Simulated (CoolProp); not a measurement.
Vapour pressure (MPa) of n-perfluorobutane: the reference equation beside estimates from Tc = 386.3 K, pc = 2.322 MPa, ω = 0.372. Clausius-Clapeyron is anchored at 218.7 K with a constant enthalpy of vaporisation of 27.12 kJ/mol.

Computed with CoolProp (reference Helmholtz-energy equation of state, Gao 2022).

```json
[
 {"T (K)": "204.4", "reference": "(withheld)", "Clausius-Clapeyron": "0.002269", "van der Waals": "0.09374", "Redlich-Kwong": "0.01111", "Soave-Redlich-Kwong": "0.002314", "Peng-Robinson": "0.002487"},
 {"T (K)": "218.7", "reference": "0.006441", "Clausius-Clapeyron": "0.006441", "van der Waals": "0.1430", "Redlich-Kwong": "0.02513", "Soave-Redlich-Kwong": "(withheld)", "Peng-Robinson": "0.006901"},
 {"T (K)": "233.1", "reference": "0.01604", "Clausius-Clapeyron": "0.01618", "van der Waals": "0.2084", "Redlich-Kwong": "0.05043", "Soave-Redlich-Kwong": "0.01616", "Peng-Robinson": "(withheld)"},
 {"T (K)": "247.4", "reference": "0.03484", "Clausius-Clapeyron": "0.03633", "van der Waals": "0.2909", "Redlich-Kwong": "0.09133", "Soave-Redlich-Kwong": "0.03489", "Peng-Robinson": "0.03543"},
 {"T (K)": "261.7", "reference": "0.06822", "Clausius-Clapeyron": "0.07468", "van der Waals": "0.3930", "Redlich-Kwong": "(withheld)", "Soave-Redlich-Kwong": "0.06820", "Peng-Robinson": "(withheld)"},
 {"T (K)": "276", "reference": "0.1228", "Clausius-Clapeyron": "(withheld)", "van der Waals": "0.5162", "Redlich-Kwong": "0.2406", "Soave-Redlich-Kwong": "0.1229", "Peng-Robinson": "0.1225"},
 {"T (K)": "290.3", "reference": "0.2061", "Clausius-Clapeyron": "0.2549", "van der Waals": "0.6621", "Redlich-Kwong": "0.3595", "Soave-Redlich-Kwong": "0.2070", "Peng-Robinson": "0.2053"},
 {"T (K)": "304.6", "reference": "0.3270", "Clausius-Clapeyron": "0.4320", "van der Waals": "0.8321", "Redlich-Kwong": "0.5146", "Soave-Redlich-Kwong": "0.3297", "Peng-Robinson": "0.3259"},
 {"T (K)": "318.9", "reference": "0.4949", "Clausius-Clapeyron": "0.6983", "van der Waals": "1.028", "Redlich-Kwong": "0.7108", "Soave-Redlich-Kwong": "0.5013", "Peng-Robinson": "0.4947"},
 {"T (K)": "333.2", "reference": "0.7205", "Clausius-Clapeyron": "1.083", "van der Waals": "1.250", "Redlich-Kwong": "0.9528", "Soave-Redlich-Kwong": "0.7327", "Peng-Robinson": "0.7230"},
 {"T (K)": "347.5", "reference": "1.016", "Clausius-Clapeyron": "1.621", "van der Waals": "1.499", "Redlich-Kwong": "1.245", "Soave-Redlich-Kwong": "1.036", "Peng-Robinson": "1.024"},
 {"T (K)": "361.8", "reference": "(withheld)", "Clausius-Clapeyron": "(withheld)", "van der Waals": "1.777", "Redlich-Kwong": "1.591", "Soave-Redlich-Kwong": "1.423", "Peng-Robinson": "1.411"},
 {"T (K)": "376.1", "reference": "1.883", "Clausius-Clapeyron": "3.309", "van der Waals": "2.084", "Redlich-Kwong": "1.996", "Soave-Redlich-Kwong": "1.908", "Peng-Robinson": "1.900"}
]
```

What belongs in the gaps?


- 204.4, reference: 0.002212
- 218.7, Soave-Redlich-Kwong: 0.006578
- 233.1, Peng-Robinson: 0.01664
- 261.7, Redlich-Kwong: 0.1530
- 261.7, Peng-Robinson: 0.06852
- 276, Clausius-Clapeyron: 0.1424
- 361.8, reference: 1.396
- 361.8, Clausius-Clapeyron: 2.348

Absolute difference from the reference over all 13 rows, mean and median: Clausius-Clapeyron 29.5 and 23.7 %, van der Waals 740.8 and 221.3 %, Redlich-Kwong 118.4 and 74.4 %, Soave-Redlich-Kwong 1.3 and 1.3 %, Peng-Robinson 2.3 and 0.8 %.
